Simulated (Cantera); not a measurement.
## Thermodynamics of iron carbonyl, mercury and lead vapours, feed Fe(CO)5 + CO + H2

Feed: 1 mol Fe(CO)5, 8.8 mol CO, 68 mol H2, at 0.100 bar.

Cantera equilibrium calculation (NASA polynomials, part measured and part estimated; ideal gas, pure solids and liquids). Candidate condensed phases: C, C6H6, C7H8, C8H18, Fe, Fe(CO)5, FeO, Fe(OH)2, Fe(OH)3, Fe2O3, Fe3O4, H2O; 114 gas species. Condensed phases not in the tables: cementite and carbon dissolved in iron. Equilibrium is a limit: real reactors are often held back by kinetics, nucleation or transport.

```
T (K)   x H2   x CO     x H2O     x CH4     x CO2       x H  n C(graphite)  n Fe(α)  n Fe(γ)
-----  -----  -----  --------  --------  --------  --------  -------------  -------  -------
900    0.811  0.133    0.0261    0.0205   0.00981  3.33e-10           1.19     1.00        0
1000   0.824  0.163   0.00530   0.00648   0.00150   6.51e-9         0.0253     1.00        0
1100   0.829  0.167   0.00160   0.00191  0.000318   7.44e-8              0     1.00        0
1200   0.830  0.168  0.000587  0.000673   8.65e-5   5.69e-7              0        0     1.00
1300   0.831  0.168  0.000249  0.000278   2.87e-5   3.19e-6              0        0    1.000
1400   0.831  0.169  0.000120  0.000130   1.12e-5   1.40e-5              0        0    1.000
1500   0.831  0.169   6.40e-5   6.68e-5   5.02e-6   5.07e-5              0        0    1.000
```
x: gas mole fraction; n: condensed amount in mol.

From 900 K to 1000 K the condensed part is C(graphite) + Fe(α). At 1100 K the condensed part is Fe(α). From 1200 K to 1500 K the condensed part is Fe(γ).
